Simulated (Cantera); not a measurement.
A closed system holds: 1 mol C6H6, 1.2 mol H2O, 7.6 mol N2, at 2677 °C and 13.3 mbar.

These are equilibrium values from Cantera (NASA tables, ideal gas, pure condensed phases), not measurements of a reactor. The numbers say what is thermodynamically allowed, not how fast it happens.

```
species             before    after
----------------  --------  -------
N2                   0.448    0.582
H2                  0.0759    0.319
CO                  0.0750   0.0922
H                    0.322  0.00316
C3                  0.0136    <1e-9
CN                  0.0141  6.34e-7
HCN                 0.0338  0.00372
C                  0.00234    <1e-9
C2                 0.00137    <1e-9
C2H                0.00276  1.16e-8
C5                0.000213    <1e-9
N                  5.81e-5    <1e-9
C4                 3.98e-5    <1e-9
C(graphite), mol      2.94     4.75
```
Gas species are given as mole fractions.

### Question
Which change was made?
(A) N2 from 7.6 to 0.19 mol
(B) temperature from 2677 °C to 1275 °C
(C) H2O from 1.2 to 5.9 mol
(D) temperature from 2677 °C to 1600 °C

### Answer
D, temperature from 2677 °C to 1600 °C
